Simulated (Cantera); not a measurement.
A Cantera script and what it prints.

```python
import numpy as np
import cantera as ct

gas_names = [...]  # 110 gases of nasa_gas.yaml made of C, H, O
cond_names = """
    C(gr) C6H6(L) C7H8(L) C8H18(L),n-octa H2O(s) H2O(L)
""".split()


# ... load() reads the species with a 1 bar reference pressure and builds the phases ...
atoms = {
    'CO2': {'C': 1, 'O': 2},
    'H2O': {'H': 2, 'O': 1},
    'O2': {'O': 2},
}
top_T = {'C(gr)': 4500}  # K; cautious upper limits of use, not melting points


# ... equilibrate(T, P, feed) seeds the gas with the atoms and calls Mixture.equilibrate('TP', solver="vcs", rtol=1e-11, max_steps=5000) ...
results = []
feed = {'CO2': 1, 'H2O': 0.21, 'O2': 0.49}  # mol
T = 2650  # K
P = 2200  # Pa
mix = equilibrate(T, P, feed)
results.append((T, P, feed, dict(zip(mix.species_names, mix.species_moles))))
x = sorted(zip(gas.X, gas.species_names), reverse=True)
print(f"T = {T:g} K  P = {P:g} Pa  gas = {mix.phase_moles(0):.4g} mol")
print("   x: " + "  ".join(f"{s} {v:.3e}" for v, s in x if v > 0.001))
print("   condensed (mol): " + ("  ".join(f"{mix.phase(i).name} {mix.phase_moles(i):.4g}"
      for i in range(1, mix.n_phases) if mix.phase_moles(i) > 1e-12) or "none"))
```

Result:

```
T = 2650 K  P = 2200 Pa  gas = 2.138 mol
   x: O2 2.910e-01  CO2 2.370e-01  CO 2.308e-01  O 1.059e-01  H2O 5.324e-02  OH 4.625e-02  H 2.801e-02  H2 7.856e-03
   condensed (mol): none
```

Equilibrium computed with Cantera from the NASA thermochemical tables; the gas is ideal and each condensed phase is pure.
